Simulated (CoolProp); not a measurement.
Properties of R245fa along the isobar 38 bar (Tc = 427.0 K, pc = 36.51 bar, ω = 0.378).

The numbers come from the reference Helmholtz-energy equation of state, Akasaka 2015 in CoolProp.

```json
[
 {"T (K)": "353.5", "phase": "liquid", "density (kg/m³)": "1190", "cp (kJ/(kg K))": "1.453", "Joule-Thomson coefficient (K/MPa)": "-0.01015", "isothermal compressibility (1/MPa)": "0.005206", "conductivity (mW/(m K))": "78.2"},
 {"T (K)": "362.1", "phase": "liquid", "density (kg/m³)": "1160", "cp (kJ/(kg K))": "1.485", "Joule-Thomson coefficient (K/MPa)": "0.05561", "isothermal compressibility (1/MPa)": "0.006234", "conductivity (mW/(m K))": "75.8"},
 {"T (K)": "370.8", "phase": "liquid", "density (kg/m³)": "1129", "cp (kJ/(kg K))": "1.521", "Joule-Thomson coefficient (K/MPa)": "0.1395", "isothermal compressibility (1/MPa)": "0.007636", "conductivity (mW/(m K))": "73.3"},
 {"T (K)": "379.4", "phase": "liquid", "density (kg/m³)": "1095", "cp (kJ/(kg K))": "[?]", "Joule-Thomson coefficient (K/MPa)": "0.2474", "isothermal compressibility (1/MPa)": "0.009587", "conductivity (mW/(m K))": "70.9"},
 {"T (K)": "388.1", "phase": "liquid", "density (kg/m³)": "1057", "cp (kJ/(kg K))": "1.618", "Joule-Thomson coefficient (K/MPa)": "0.3958", "isothermal compressibility (1/MPa)": "0.01252", "conductivity (mW/(m K))": "68.3"},
 {"T (K)": "396.7", "phase": "liquid", "density (kg/m³)": "1015", "cp (kJ/(kg K))": "1.689", "Joule-Thomson coefficient (K/MPa)": "0.6072", "isothermal compressibility (1/MPa)": "0.01719", "conductivity (mW/(m K))": "65.6"},
 {"T (K)": "405.4", "phase": "liquid", "density (kg/m³)": "965.6", "cp (kJ/(kg K))": "1.795", "Joule-Thomson coefficient (K/MPa)": "0.9442", "isothermal compressibility (1/MPa)": "0.02576", "conductivity (mW/(m K))": "[?]"},
 {"T (K)": "414", "phase": "liquid", "density (kg/m³)": "904.2", "cp (kJ/(kg K))": "1.983", "Joule-Thomson coefficient (K/MPa)": "1.554", "isothermal compressibility (1/MPa)": "0.04477", "conductivity (mW/(m K))": "59.6"},
 {"T (K)": "422.7", "phase": "liquid", "density (kg/m³)": "812.2", "cp (kJ/(kg K))": "2.533", "Joule-Thomson coefficient (K/MPa)": "3.148", "isothermal compressibility (1/MPa)": "0.1186", "conductivity (mW/(m K))": "56.0"},
 {"T (K)": "431.3", "phase": "supercritical", "density (kg/m³)": "347.0", "cp (kJ/(kg K))": "5.411", "Joule-Thomson coefficient (K/MPa)": "16.88", "isothermal compressibility (1/MPa)": "1.711", "conductivity (mW/(m K))": "46.4"},
 {"T (K)": "440", "phase": "supercritical", "density (kg/m³)": "256.6", "cp (kJ/(kg K))": "[?]", "Joule-Thomson coefficient (K/MPa)": "13.73", "isothermal compressibility (1/MPa)": "0.6708", "conductivity (mW/(m K))": "[?]"}
]
```

Some entries are withheld; supply them.


- 379.4, cp (kJ/(kg K)): 1.564
- 405.4, conductivity (mW/(m K)): 62.7
- 440, cp (kJ/(kg K)): 2.226
- 440, conductivity (mW/(m K)): 38.4

The peak of cp marks the crossing from liquid-like to gas-like fluid above the critical point.

Thermal conductivity comes from a separate model (Huber 2003), an estimate that may be off by 10 % or more.
